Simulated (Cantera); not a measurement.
An isothermal, constant-pressure homogeneous reactor starts with N2O = 1 (molar parts), at 1075 K and 1.00 bar.

Cantera simulation using GRI-Mech 3.0 (53 species, 325 reactions); the numbers are that mechanism's predictions, not measurements. GRI-Mech 3.0 was tuned for natural gas; its chemistry of N2O as a main component is partial and can be far from experiment. The mechanism lacks the step 2 NO + O2 → 2 NO2, which can matter for NO2 below about 1400 K. The temperature is held fixed by assumption; the heat of reaction is taken as removed at once.

**Question.** Predict: x(N2O) at 200 s; x(NO) at 200 s; x(N2) at 200 s; x(NO2) at 200 s; x(O2) at 200 s; x(O) at 200 s.

**Answer.** 
```
Item                                                Value
---------------  ----------------------------------------
x(N2O) at 200 s   0.00485 (gas-phase equilibrium 5.54e-9)
x(NO) at 200 s     0.0267 (gas-phase equilibrium 7.85e-5)
x(N2) at 200 s        0.650 (gas-phase equilibrium 0.667)
x(NO2) at 200 s  0.000582 (gas-phase equilibrium 3.26e-6)
x(O2) at 200 s        0.318 (gas-phase equilibrium 0.333)
x(O) at 200 s    3.05e-9 (gas-phase equilibrium 7.62e-10)
```
